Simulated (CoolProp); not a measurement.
The fluid at 298.15 K and 0.0113 MPa flows at 1.1 m/s in a round tube of 6 mm bore and 0.25 µm roughness, fully developed (64/Re and Nu = 3.66 if laminar; Colebrook and Gnielinski if turbulent). The same conditions are run with several fluids, on thermodynamics alone (safety and materials aside).

Computed with CoolProp (reference Helmholtz-energy equation of state of each fluid (n-hexane: Thol 2019; isobutane: Bücker 2006; n-pentane: Thol 2019; R134a: Tillner-Roth 1994; sulfur hexafluoride: Guder 2009)).

Q: Rank n-hexane, isobutane, n-pentane, R134a, sulfur hexafluoride by Reynolds number, highest first.

A: n-hexane (417), n-pentane (323), sulfur hexafluoride (289), R134a (260), isobutane (233)

```json
[
 {"fluid": "n-hexane", "Darcy friction factor": "0.153", "pressure drop (Pa/m)": "6.13", "heat-transfer coefficient (W/(m² K))": "8.42", "mass flow (kg/h)": "0.0444"},
 {"fluid": "isobutane", "Darcy friction factor": "0.274", "pressure drop (Pa/m)": "7.35", "heat-transfer coefficient (W/(m² K))": "10.3", "mass flow (kg/h)": "0.0298"},
 {"fluid": "n-pentane", "Darcy friction factor": "0.198", "pressure drop (Pa/m)": "6.62", "heat-transfer coefficient (W/(m² K))": "8.80", "mass flow (kg/h)": "0.0370"},
 {"fluid": "R134a", "Darcy friction factor": "0.246", "pressure drop (Pa/m)": "11.6", "heat-transfer coefficient (W/(m² K))": "8.15", "mass flow (kg/h)": "0.0522"},
 {"fluid": "sulfur hexafluoride", "Darcy friction factor": "0.221", "pressure drop (Pa/m)": "14.9", "heat-transfer coefficient (W/(m² K))": "7.90", "mass flow (kg/h)": "0.0746"}
]
```

Transport values come from each fluid's own correlations; those of n-pentane, R134a are estimates that may be off by 10 % or more.
